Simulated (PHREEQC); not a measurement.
A solution holds 0.28 mol KOH and 0.0022 mol K2SiO3 per kg of water, at 30 °C. Closed to the air; pH follows from the charge balance.

Model: Pitzer model, pitzer.dat, run in PHREEQC.

This is a speciation only: nothing precipitates in the calculation.

Task: Predict the pH, density.

Result: pH 13.17; density 1.010 g/cm³.

Task: In which forms is Si present?

Result: H2SiO4-2 86 %, H3SiO4- 14 % of the Si.
